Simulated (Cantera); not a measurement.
A Cantera script and what it prints.

```python
import numpy as np
import cantera as ct

gas_names = """
    C CN CO CO2 C2 CCN CNC C2N2 C2O C3 C3O2 C4 C4N2 C5 N NCO NO NO2 NO3 N2 N2O O O2 O3 Si SiC SiC2 SiN
    SiO SiO2 Si2 Si2C Si2N Si3
""".split()
cond_names = """
    C(gr) Si(cr) Si(L) SiC(b) SiO2(Lqz) SiO2(hqz) SiO2(L) Si2N2O(s) Si3N4(a)
""".split()


# ... load() reads the species with a 1 bar reference pressure and builds the phases ...
atoms = {
    'SiC': {'Si': 1, 'C': 1},
    'O2': {'O': 2},
    'N2': {'N': 2},
}
top_T = {'C(gr)': 4500, 'SiC(b)': 3050, 'Si2N2O(s)': 2100, 'Si3N4(a)': 2400}  # K; cautious upper limits of use, not melting points


# ... equilibrate(T, P, feed) seeds the gas with the atoms and calls Mixture.equilibrate('TP', solver="vcs", rtol=1e-11, max_steps=5000) ...
results = []
feed = {'SiC': 1, 'O2': 0.025, 'N2': 440}  # mol
P = 17000  # Pa
for T in [998, 1098, 1198, 1298, 1398, 1498, 1598]:
    mix = equilibrate(T, P, feed)
    results.append((T, P, feed, dict(zip(mix.species_names, mix.species_moles))))
    x = sorted(zip(gas.X, gas.species_names), reverse=True)
    print(f"T = {T:g} K  P = {P:g} Pa  gas = {mix.phase_moles(0):.4g} mol")
    print("   x: " + "  ".join(f"{s} {v:.3e}" for v, s in x if v > 1e-05))
    print("   condensed (mol): " + ("  ".join(f"{mix.phase(i).name} {mix.phase_moles(i):.4g}"
          for i in range(1, mix.n_phases) if mix.phase_moles(i) > 1e-12) or "none"))
```

Result:

```
T = 998 K  P = 17000 Pa  gas = 439.4 mol
   x: N2 1.000e+00
   condensed (mol): C(gr) 1  Si2N2O(s) 0.05  Si3N4(a) 0.3
T = 1098 K  P = 17000 Pa  gas = 439.4 mol
   x: N2 1.000e+00
   condensed (mol): C(gr) 1  Si2N2O(s) 0.04999  Si3N4(a) 0.3
T = 1198 K  P = 17000 Pa  gas = 439.4 mol
   x: N2 1.000e+00
   condensed (mol): C(gr) 0.9998  Si2N2O(s) 0.04983  Si3N4(a) 0.3001
T = 1298 K  P = 17000 Pa  gas = 439.4 mol
   x: N2 1.000e+00
   condensed (mol): C(gr) 0.9979  Si2N2O(s) 0.04787  Si3N4(a) 0.3014
T = 1398 K  P = 17000 Pa  gas = 439.4 mol
   x: N2 1.000e+00  CO 4.274e-05
   condensed (mol): C(gr) 0.9812  Si2N2O(s) 0.03122  Si3N4(a) 0.3125
T = 1498 K  P = 17000 Pa  gas = 439.4 mol
   x: N2 9.999e-01  CO 1.137e-04
   condensed (mol): C(gr) 0.9501  Si3N4(a) 0.3333
T = 1598 K  P = 17000 Pa  gas = 440 mol
   x: N2 9.999e-01  CO 1.130e-04
   condensed (mol): SiC(b) 0.9503  Si3N4(a) 0.01649
```

Method: chemical equilibrium by Gibbs-energy minimisation in Cantera with the NASA 1993 tables (ideal gas, pure condensed phases). N2 is the only nitrogen source here; it is nearly inert below about 1500 K, so the nitride shown seldom forms there in practice. Mutual solubility and eutectic melting of coexisting phases are not modelled.
